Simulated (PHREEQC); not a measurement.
Consider water at 25 °C with 13 mmol/kgw CdCl2 and 0.073 mmol/kgw NaOH. Closed to the air; pH follows from the charge balance.

All values are PHREEQC results (ion-association model, wateq4f.dat), not measurements.

The ionic strength comes out as 0.0253 mol/kgw. What activity coefficients do Cd+2, CdCl3-, CdOH+, CdCl+, Cl- get?

Cd+2 0.54, CdCl3- 0.86, CdOH+ 0.86, CdCl+ 0.86, Cl- 0.86.

No solid was allowed to form.
